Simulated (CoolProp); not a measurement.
Values from CoolProp's reference Helmholtz-energy equation of state, Thol 2016.

**Question.** For R1234ze(E), give the phase and the Joule-Thomson coefficient (K/MPa), conductivity (mW/(m K)) at 392.3 K and 97.4 kPa; 392.3 K and 844 kPa; 392.3 K and 7300 kPa.

**Answer.** 
- 392.3 K and 97.4 kPa: gas; Joule-Thomson coefficient 8.78, conductivity 21.6
- 392.3 K and 844 kPa: gas; Joule-Thomson coefficient 9.44, conductivity 21.8
- 392.3 K and 7300 kPa: supercritical; Joule-Thomson coefficient 1.43, conductivity 54.0

Thermal conductivity comes from a separate model (Perkins 2011).
